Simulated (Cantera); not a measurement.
Input (Python, Cantera) and output of one run.

```python
import numpy as np
import cantera as ct

gas_names = """
    AL ALCL ALCL2 ALCL3 ALH ALN AL2 AL2CL6 CL CL2 H HCL H2 N NH NH2 NH3 N2 N2H2 N2H4
""".split()
cond_names = """
    AL(cr) AL(L) ALCL3(s) ALCL3(L) ALN(s) NH4CL(a) NH4CL(b)
""".split()


def load(file, names, dense=False):
    # The tables refer to 1 bar. Condensed volumes are neglected.
    table = {s.name: s for s in ct.Species.list_from_file(file)}
    out = []
    for n in names:
        d = dict(table[n].input_data)
        d["thermo"] = dict(d["thermo"], **{"reference-pressure": 1e5})
        if dense:
            d["equation-of-state"] = {"model": "constant-volume", "density": "1e6 g/cm^3"}
        out.append(ct.Species.from_dict(d))
    return out


gas = ct.Solution(thermo="ideal-gas", species=load("nasa_gas.yaml", gas_names))
cond = {s.name: ct.Solution(thermo="fixed-stoichiometry", species=[s], name=s.name)
        for s in load("nasa_condensed.yaml", cond_names, dense=True)}
atoms = {
    'AlN': {'AL': 1, 'N': 1},
    'HCl': {'H': 1, 'CL': 1},
    'H2': {'H': 2},
}
top_T = {'ALN(s)': 2750}  # K; cautious upper limits of use, not melting points


def equilibrate(T, P, feed):
    n = {}
    for name, mol in feed.items():
        for a, k in atoms[name].items():
            n[a] = n.get(a, 0.0) + k * mol
    gas.TPX = T, P, n
    mass = sum(n.values()) * gas.mean_molecular_weight
    gas.equilibrate("TP")
    valid = [c for c in cond.values() if c.min_temp <= T <= top_T.get(c.name, c.max_temp)]
    mix = ct.Mixture([(gas, mass / gas.mean_molecular_weight)] + [(c, 0.0) for c in valid])
    mix.T, mix.P = T, P
    mix.equilibrate("TP", solver="vcs", rtol=1e-11, max_steps=5000)
    return mix


results = []
feed = {'AlN': 1, 'HCl': 61, 'H2': 0.51}  # mol
T = 1225  # K
P = 130  # Pa
mix = equilibrate(T, P, feed)
results.append((T, P, feed, dict(zip(mix.species_names, mix.species_moles))))
x = sorted(zip(gas.X, gas.species_names), reverse=True)
print(f"T = {T:g} K  P = {P:g} Pa  gas = {mix.phase_moles(0):.4g} mol")
print("   x: " + "  ".join(f"{s} {v:.3e}" for v, s in x if v > 0.0001))
print("   condensed (mol): " + ("  ".join(f"{mix.phase(i).name} {mix.phase_moles(i):.4g}"
      for i in range(1, mix.n_phases) if mix.phase_moles(i) > 1e-12) or "none"))
```

Result:

```
T = 1225 K  P = 130 Pa  gas = 61.51 mol
   x: HCL 9.429e-01  H2 3.269e-02  ALCL3 1.625e-02  N2 8.129e-03
   condensed (mol): none
```

Cantera equilibrium calculation (NASA polynomials, part measured and part estimated; ideal gas, pure solids and liquids).
